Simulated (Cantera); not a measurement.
An isothermal, constant-pressure homogeneous reactor starts with C₂H₆ : N₂ = 1 : 17 (molar parts), at 1223 K and 72.8 Torr.

Cantera simulation using GRI-Mech 3.0 (53 species, 325 reactions); the numbers are that mechanism's predictions, not measurements. GRI-Mech 3.0 stops at C3 and has no aromatics, soot or wall deposition, so with more carbon than oxygen in the feed, carbon stays in small species such as C2H2 where larger ones or solid carbon would form.

Q: Predict: x(C₂H₆) at 4.00 s; x(CH₃) at 4.00 s; x(H₂) at 4.00 s; x(C₂H₂) at 4.00 s; x(C₂H₄) at 4.00 s.

A: 
```json
{
  "x(C₂H₆) at 4.00 s": "1.04e-5 (gas-phase equilibrium 1.28e-6)",
  "x(CH₃) at 4.00 s": "1.36e-6 (gas-phase equilibrium 7.10e-7)",
  "x(H₂) at 4.00 s": "0.0748 (gas-phase equilibrium 0.0834)",
  "x(C₂H₂) at 4.00 s": "0.0327 (gas-phase equilibrium 0.0200)",
  "x(C₂H₄) at 4.00 s": "0.0139 (gas-phase equilibrium 0.00137)"
}
```
